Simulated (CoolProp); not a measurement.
Properties of carbonyl sulfide along the isotherm 620 K (Tc = 378.8 K, pc = 6.369 MPa, ω = 0.098).

Computed with CoolProp (reference Helmholtz-energy equation of state, Lemmon 2006). It is a short technical equation, of lower accuracy than the large ones.

```tsv
p (MPa)	phase	cp (kJ/(kg K))	isothermal compressibility (1/MPa)
0.101	gas	0.8606	9.911
0.229	gas	0.8619	4.377
0.522	gas	0.8649	1.926
1.19	gas	0.8720	0.8501
2.7	gas	0.8888	0.3799
6.15	gas	0.9315	0.1715
14	supercritical	1.043	0.07724
31.8	supercritical	1.194	0.02659
```
